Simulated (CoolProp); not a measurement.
Vapour-liquid equilibrium of dimethyl ether (1) + n-perfluorobutane (2) at 18.45 °C; x and y are mole fractions of (1).

Computed with CoolProp (multi-fluid Helmholtz-energy mixture model, Wu 2011 and Gao 2022; pair parameters Bell 2016).

```
x     bubble pressure, mixture model (kPa)  bubble pressure, Raoult's law (kPa)  y, mixture model  y, Raoult's law
----  ------------------------------------  -----------------------------------  ----------------  ---------------
0.05                                 286.5                                229.0             0.264            0.106
0.2                                  463.3                                269.6             0.583            0.361
0.35                                   ___                                310.2             0.680            0.549
0.5                                  584.9                                350.9             0.713            0.693
0.65                                   ___                                391.5               ___            0.807
0.8                                    ___                                432.1             0.745            0.900
0.95                                   ___                                472.8               ___            0.977
```

### Question
Fill in the missing entries.

### Answer

- 0.35, bubble pressure, mixture model (kPa): 555.2
- 0.65, bubble pressure, mixture model (kPa): 590.7
- 0.65, y, mixture model: 0.725
- 0.8, bubble pressure, mixture model (kPa): 590.0
- 0.95, bubble pressure, mixture model (kPa): 542.9
- 0.95, y, mixture model: 0.867

The largest gap from Raoult's law is +79.0 % in bubble pressure, at x = 0.35. y crosses x between x = 0.65 and 0.8: the model has an azeotrope there.

Pair parameters are fitted to limited data, so mixtures are less certain than the pure fluids. With so large a gap from Raoult's law the liquid may split in two, which this calculation doesn't test in full.
